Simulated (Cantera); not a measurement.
# Thermodynamics of thermal oxidation and active oxidation of silicon, feed Si + N2O + H2

Input: 1 mol Si, 0.058 mol N2O, 260 mol H2, held at 950 °C and 1.40e-6 bar.

Method: chemical equilibrium by Gibbs-energy minimisation in Cantera with the NASA 1993 tables (ideal gas, pure condensed phases). Candidate condensed phases: H2O, Si, SiO2, Si2N2O, Si3N4; 35 gas species. Rates play no part.

```
Property        Value
----------  ---------
x(H2)           0.999
x(H)         0.000254
x(SiO)       0.000223
x(N2)        0.000223
x(Si)         2.30e-6
n(Si(s))    0.941 mol
gas amount  260.1 mol
```
